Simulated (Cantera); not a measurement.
**Diamond growth**

A diamond (100) surface in a fixed gas of H2 with x(CH4) = 0.012, x(H) = 0.019, x(CH3) = 0.0017, 23.3 Torr; coverages are run to steady state.

Cantera simulation using the Harris–Goodwin 1993 mechanism for the reconstructed diamond (100) surface; the numbers are that mechanism's predictions, not measurements.

```
T (K)  growth (µm/h)  θ c6HH  θ c6H*  θ c6*H   θ c6**    θ c6HM
-----  -------------  ------  ------  ------  -------  --------
925             17.5   0.616  0.0114   0.290  0.00494    0.0617
975             22.9   0.579  0.0152   0.332  0.00746    0.0499
1025            28.5   0.543  0.0195   0.371   0.0108    0.0402
1075            33.2   0.508  0.0243   0.407   0.0149    0.0314
1125            35.0   0.475  0.0295   0.439   0.0200    0.0228
1175            31.7   0.445  0.0350   0.469   0.0262    0.0144
1225            24.8   0.417  0.0407   0.495   0.0332   0.00759
1275            18.6   0.389  0.0464   0.515   0.0411   0.00349
1325            15.2   0.363  0.0519   0.531   0.0497   0.00149
1375            14.3   0.339  0.0572   0.542   0.0590  0.000624
```
θ: site fractions in the mechanism's names (c6HH fully hydrogenated, c6H* and c6*H radical sites, c6** diradical, c6HM methylated).
